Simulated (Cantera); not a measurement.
## Thermodynamics of titanium nitride, carbide and oxide coatings, feed TiCl4 + CH4 + H2

Charge: 1 mol TiCl4, 4.3 mol CH4, 1.2 mol H2, equilibrated at 13.3 mbar.

These are equilibrium values from Cantera (NASA tables, ideal gas, pure condensed phases), not measurements of a reactor. Candidate condensed phases: C, C6H6, C7H8, C8H18, Ti, TiC, TiCl2, TiCl3, TiCl4; 96 gas species. The tables' values for TiCl2 are old estimates; treat these amounts as uncertain. TiC: taken at fixed stoichiometry. Kinetics and transport are ignored.

```csv
T (K),x H2,x HCl,x H,x Cl,x TiCl3,x C2H2 (acetylene),n C(graphite),n TiC(s)
1475,0.667,0.329,9.18e-5,3.67e-5,0.00284,4.45e-6,3.34,0.960
1525,0.666,0.331,0.000167,6.66e-5,0.00239,8.05e-6,3.33,0.968
1575,0.665,0.332,0.000294,0.000117,0.00203,1.40e-5,3.33,0.973
1625,0.664,0.333,0.000498,0.000197,0.00173,2.36e-5,3.32,0.977
1675,0.663,0.334,0.000819,0.000322,0.00149,3.85e-5,3.32,0.980
1725,0.663,0.334,0.00131,0.000511,0.00129,6.11e-5,3.32,0.983
1775,0.662,0.334,0.00204,0.000791,0.00112,9.42e-5,3.31,0.984
1825,0.661,0.334,0.00310,0.00119,0.000983,0.000142,3.31,0.985
1875,0.659,0.333,0.00461,0.00176,0.000864,0.000209,3.31,0.986
1925,0.657,0.332,0.00671,0.00255,0.000762,0.000301,3.31,0.987
1975,0.655,0.330,0.00959,0.00361,0.000674,0.000425,3.30,0.987
2025,0.652,0.328,0.0135,0.00503,0.000596,0.000590,3.30,0.986
2075,0.648,0.325,0.0186,0.00688,0.000528,0.000803,3.29,0.986
2125,0.642,0.321,0.0252,0.00925,0.000467,0.00108,3.29,0.985
```
x: gas mole fraction; n: condensed amount in mol.

From 1475 K to 2125 K the condensed part is C(graphite) + TiC(s).
